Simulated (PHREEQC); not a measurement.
A solution holds 80 mmol/kgw KHCO3, 1 mmol/kgw KOH and 61 mmol/kgw LiCl, at 25 °C. Closed to the air; pH follows from the charge balance.

Equilibrium calculation in PHREEQC: ion-association model, wateq4f.dat.

Task: The ionic strength comes out as 0.144 mol/kgw. What activity coefficients do K+, Li+, CO3-2, Cl-, HCO3- get?

Result: K+ 0.74, Li+ 0.77, CO3-2 0.35, Cl- 0.74, HCO3- 0.77.

This is a speciation only: nothing precipitates in the calculation.
